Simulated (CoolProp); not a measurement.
Saturation properties of R1233zd(E).

Computed with CoolProp (reference Helmholtz-energy equation of state, Akasaka 2022).

```tsv
T (K)	p (bar)	liquid density (kg/m³)	enthalpy of vaporisation (kJ/kg)	liquid cp (kJ/(kg K))
338.2	4.493	1159	168.5	1.283
341.8	4.942	1149	166.1	1.293
345.3	5.412	1139	163.8	1.304
348.8	5.914	1128	161.4	1.315
352.3	6.450	1118	159.0	1.326
355.8	7.022	1107	156.5	1.338
359.3	7.632	1096	153.9	1.351
362.8	8.280	1085	151.2	1.364
366.3	8.969	1073	148.4	1.378
369.8	9.700	1061	145.6	1.393
373.3	10.48	1049	142.6	1.409
```

It boils at 291.3 K under 1 atm.
